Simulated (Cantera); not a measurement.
What does this Cantera script print?

```python
import numpy as np
import cantera as ct

gas = ct.Solution("gri30.yaml")


def delay(T, t_max=10):
    gas.TPX = T, 500000, {'CO': 1, 'H2': 1.4, 'CH4': 0.043, 'O2': 2.01, 'N2': 7.56}
    reactor = ct.IdealGasReactor(gas, clone=False)
    net = ct.ReactorNet([reactor])
    net.rtol, net.atol = 1e-8, 1e-16
    while net.time < t_max:
        t_old, T_old = net.time, reactor.T
        net.step()
        if reactor.T > T + 400:  # ignition: a rise of 400 K
            return t_old + (T + 400 - T_old) / (reactor.T - T_old) * (net.time - t_old)
    return np.nan


taus = []
for T in [850, 950, 1050, 1150, 1250, 1350, 1450]:
    taus.append(delay(T))
    print(f"T0 = {T:6g} K   tau = {taus[-1]:.4e} s")
```

Result:

```
T0 =    850 K   tau = 5.2729e-01 s
T0 =    950 K   tau = 2.4821e-02 s
T0 =   1050 K   tau = 1.2583e-03 s
T0 =   1150 K   tau = 4.6597e-05 s
T0 =   1250 K   tau = 1.2413e-05 s
T0 =   1350 K   tau = 6.6487e-06 s
T0 =   1450 K   tau = 4.3974e-06 s
```

Computed with Cantera and GRI-Mech 3.0 (53 species, 325 reactions). Below about 1000 K GRI-Mech 3.0 lacks low-temperature oxidation paths. Below about 950 K walls govern HO2 and H2O2 in real vessels.
